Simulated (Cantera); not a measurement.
A perfectly stirred reactor is fed with 15.0 % H₂, 17.8 % O₂, 67.2 % N₂, at 760 Torr; it is adiabatic with a 673 K inlet, and is followed from long to short residence time, starting on the burning branch (τ in s: 0.38, 0.18, 0.082, 0.038, 0.018, 0.0084, 0.0039, 0.0018, 0.00086, 0.0004, 0.00019, 8.8e-05).

Model: GRI-Mech 3.0 (53 species, 325 reactions), integrated in Cantera.

Q: Predict: blow-out, bracketed by the residence times tried; x(H₂) at τ = 0.380 s; x(O₂) at τ = 0.380 s; x(H₂O) at τ = 0.380 s; x(NO) at τ = 0.380 s; x(H₂O₂) at τ = 0.380 s; x(H₂) at τ = 3.90 ms; x(O₂) at τ = 3.90 ms; x(H₂O) at τ = 3.90 ms; x(NO) at τ = 3.90 ms; x(H₂O₂) at τ = 3.90 ms.

A: 
| Item | Result |
|---|---|
| blow-out, bracketed by the residence times tried | burning at 88.0 µs, the shortest tried |
| x(H₂) at τ = 0.380 s | 6.17e-5 |
| x(O₂) at τ = 0.380 s | 0.112 |
| x(H₂O) at τ = 0.380 s | 0.161 |
| x(NO) at τ = 0.380 s | 2.67e-5 |
| x(H₂O₂) at τ = 0.380 s | 6.65e-8 |
| x(H₂) at τ = 3.90 ms | 0.00111 |
| x(O₂) at τ = 3.90 ms | 0.111 |
| x(H₂O) at τ = 3.90 ms | 0.158 |
| x(NO) at τ = 3.90 ms | 9.97e-6 |
| x(H₂O₂) at τ = 3.90 ms | 3.76e-7 |
